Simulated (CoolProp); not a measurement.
Properties of decamethylcyclopentasiloxane (D5) along the isotherm 620 K (Tc = 618.3 K, pc = 1.078 MPa, ω = 0.631).

Values from CoolProp's reference Helmholtz-energy equation of state, Thol 2019.

```tsv
p (MPa)	phase	expansivity (1/kK)	fugacity coefficient
0.017	gas	1.648	0.9944
0.0257	gas	1.666	0.9916
0.0388	gas	1.694	0.9873
0.0585	gas	1.738	0.9809
0.0883	gas	1.806	0.9712
0.133	gas	1.917	0.9568
0.201	gas	2.106	0.9349
0.303	gas	2.447	0.9023
0.457	gas	3.153	0.8535
0.69	gas	5.147	0.7803
1.04	gas	29.54	0.6671
1.57	supercritical	8.429	0.4876
2.37	supercritical	4.488	0.3609
3.57	supercritical	3.008	0.2795
5.39	supercritical	2.189	0.2307
```
